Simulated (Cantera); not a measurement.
Charge: 1 mol PH3, 0.36 mol O2, 8.3 mol H2, at 1523.15 K and 100000 Pa.

Cantera equilibrium calculation (NASA polynomials, part measured and part estimated; ideal gas, pure solids and liquids). Gases not in the tables: HPO2, HPO3 and P4O6. Kinetics and transport are ignored.

| species | before | after |
|---|---|---|
| H2 | 0.883 | 0.811 |
| H | 2.18e-5 | 0.0953 |
| PO | 0.000505 | 0.0370 |
| H2O | 0.0693 | 0.0252 |
| P2 | 0.0447 | 0.0224 |
| O | <1e-9 | 6.50e-5 |
| OH | 5.26e-8 | 0.000889 |
| P4 | 0.00178 | 1.49e-7 |
| P | 8.15e-7 | 0.00600 |
| PH | 5.49e-6 | 0.00164 |
| PH3 | 0.000111 | 5.52e-6 |
Gas species are given as mole fractions.

Task: Name the change that produced these shifts.
A) O2 from 0.36 to 4.5 mol
B) temperature from 1523.15 K to 2300 K
C) temperature from 1523.15 K to 2875 K
D) O2 from 0.36 to 0.099 mol

Result: C, temperature from 1523.15 K to 2875 K
